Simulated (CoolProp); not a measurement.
Vapour-liquid equilibrium of m-xylene (1) + n-decane (2) at 466.5 K; x and y are mole fractions of (1).

Model: multi-fluid Helmholtz-energy mixture model, Zhou 2012 and Lemmon 2006; pair parameters Bell 2016, in CoolProp.

Problem. Give the bubble pressure and the first vapour's composition at x = 0.25, 0.55, 0.95. Is there an azeotrope?

Solution. x = 0.25: 0.2115 MPa, y = 0.409; x = 0.55: 0.2694 MPa, y = 0.710; x = 0.95: 0.3484 MPa, y = 0.974. No azeotrope shows between x = 0.05 and 0.95.

The pair parameters rest on a limited set of measurements; away from them the model extrapolates.
